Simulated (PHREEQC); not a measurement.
A PHREEQC speciation (ion-association model, wateq4f.dat) at 25 °C gives pH 1.86 and these molalities:

```tsv
species	mol/kgw
Cl-	0.417
FeCl+2	0.113
Fe+3	0.0350
FeCl2+	0.0340
H+	0.0183
FeOH+2	0.00665
Fe2(OH)2+4	0.00476
FeCl3	0.000565
Fe3(OH)4+5	0.000421
FeSO4+	0.000137
Fe(OH)2+	4.53e-5
SO4-2	1.64e-5
FeHSO4+2	1.08e-5
HSO4-	6.17e-6
```

Question: What are the element totals, and what could have been dissolved in 1 kg of water to give them?

Answer: This is not unique; one that fits is totals Cl 0.600, Fe(3) 0.200, S(6) 0.000170 mol/kgw, from 0.2 mol FeCl3 and 0.00017 mol H2SO4 per kg of water.

Precipitation was switched off in this run. Examples of supersaturated solids here: Hematite (slow to form), Goethite (slow to form). Others may be too.
